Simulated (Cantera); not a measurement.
An isothermal, constant-pressure homogeneous reactor starts with 5.26 % C2H6, 94.7 % N2, at 1275 K and 1.00 bar.

Detailed kinetics in Cantera: GRI-Mech 3.0 (53 species, 325 reactions). GRI-Mech 3.0 stops at C3 and has no aromatics, soot or wall deposition, so with more carbon than oxygen in the feed, carbon stays in small species such as C2H2 where larger ones or solid carbon would form.

Q: Predict: x(C2H6) at 2.00 s; x(C2H4) at 2.00 s; x(CH3) at 2.00 s; x(C2H2) at 2.00 s; x(H2) at 2.00 s.

A: 
```
Property                                             Value
-----------------  ---------------------------------------
x(C2H6) at 2.00 s  3.94e-5 (gas-phase equilibrium 1.17e-5)
x(C2H4) at 2.00 s  0.00970 (gas-phase equilibrium 0.00306)
x(CH3) at 2.00 s   1.71e-6 (gas-phase equilibrium 1.43e-6)
x(C2H2) at 2.00 s    0.0338 (gas-phase equilibrium 0.0131)
x(H2) at 2.00 s      0.0724 (gas-phase equilibrium 0.0587)
```
